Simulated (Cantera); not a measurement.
A freely propagating, adiabatic, planar premixed flame of C₂H₆ : O₂ : N₂ : CO₂ = 1 : 4.93 : 24.2 : 0.43 (molar parts), equivalence ratio 0.71, unburnt at 600 K and 0.276 atm; mixture-averaged transport, grid criteria slope 0.08 and curve 0.16, no radiation.

Computed with Cantera and GRI-Mech 3.0 (53 species, 325 reactions). Burning velocities carry a grid error of a few per cent, more on coarse grids.

Problem. Predict: laminar burning velocity; thermal thickness; peak x(H₂O₂); peak x(CO); peak x(OH).

Solution. 
```json
{
  "laminar_burning_velocity": "79.0 cm/s",
  "thermal_thickness": "1.47 mm",
  "peak x(H₂O₂)": "6.35e-5",
  "peak x(CO)": "0.0346",
  "peak x(OH)": "0.00470"
}
```
